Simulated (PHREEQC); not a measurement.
Dissolve 0.029 mol HF, 0.017 mol CaCl2 and 0.0002 mol KCl per kg of water at 50 °C. Closed to the air; pH follows from the charge balance.

Equilibrium calculation in PHREEQC: ion-association model, wateq4f.dat.

This is a speciation only: nothing precipitates in the calculation.

Problem. Order these F species by the share of F that they hold, largest first: CaF+, HF, H2F2, HF2-, F-.

Solution. HF (80 %), F- (12 %), H2F2 (3.9 %), HF2- (2.5 %), CaF+ (1.3 %)

The pH is 2.45 and the ionic strength 0.0546 mol/kgw. The solution is supersaturated, for example in Fluorite, so a real one may precipitate; this is no full list. Species that the database lacks are ignored. Away from 25 °C the constants follow the database's enthalpies or fits; those with neither stay at their 25 °C values.
